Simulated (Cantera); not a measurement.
A closed system holds: 1 mol Cr, a varied amount of NH3, equilibrated at 1473.15 K and 0.540 bar.

Method: chemical equilibrium by Gibbs-energy minimisation in Cantera with the NASA 1993 tables (ideal gas, pure condensed phases). Candidate condensed phases: Cr, CrN, Cr2N; 11 gas species. Mutual solubility and eutectic melting of coexisting phases are not modelled. Equilibrium is a limit: real reactors are often held back by kinetics, nucleation or transport.

**Question.** Which condensed phases are stable at each of these points (n(NH3) (mol)): 0.55, 0.89, 1.4, 2.3, 3.7, 6, 9.8, 16?

**Answer.** 
| n(NH3) (mol) | condensed phases | Cr condensed (%) |
|---|---|---|
| 0.55 | Cr(s) + Cr2N(s) | 100.0 |
| 0.89 | Cr2N(s) | 100.0 |
| 1.4 | Cr2N(s) | 100.0 |
| 2.3 | Cr2N(s) | 100.0 |
| 3.7 | Cr2N(s) | 100.0 |
| 6 | Cr2N(s) | 100.0 |
| 9.8 | Cr2N(s) | 100.0 |
| 16 | Cr2N(s) | 100.0 |

At 0.55 mol NH3 the condensed part is Cr(s) + Cr2N(s). From 0.89 mol NH3 to 16 mol NH3 the condensed part is Cr2N(s).
